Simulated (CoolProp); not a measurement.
Water along the isotherm 682.7 K: density (kg/m³) from the reference equation and from simpler models built on Tc = 647.1 K, pc = 22060 kPa, ω = 0.344; each cubic takes its own stable root.

Values from CoolProp's reference Helmholtz-energy equation of state, Wagner 2002.

| p (kPa) | phase | reference |
|---|---|---|
| 3680 | gas | 12.26 |
| 7350 | gas | 25.89 |
| 11000 | gas | 41.35 |
| 14700 | gas | 59.83 |
| 18400 | gas | 82.64 |
| 22100 | supercritical | 112.8 |
| 25700 | supercritical | 156.1 |
| 29400 | supercritical | 235.6 |
| 33100 | supercritical | 359.4 |

Question: How far does each simpler model (ideal gas, van der Waals, Redlich-Kwong, Soave-Redlich-Kwong, Peng-Robinson) lie from the reference over these 9 states: mean and median of the absolute difference, and the worst?

Answer: 
- ideal gas: mean 33.1 %, median 29.3 %, worst -70.8 % at 682.7 K and 33100 kPa
- van der Waals: mean 4.3 %, median 1.5 %, worst -23.4 % at 682.7 K and 33100 kPa
- Redlich-Kwong: mean 2.5 %, median 0.5 %, worst -18.6 % at 682.7 K and 33100 kPa
- Soave-Redlich-Kwong: mean 6.2 %, median 2.0 %, worst -27.8 % at 682.7 K and 33100 kPa
- Peng-Robinson: mean 4.6 %, median 1.6 %, worst -22.5 % at 682.7 K and 33100 kPa
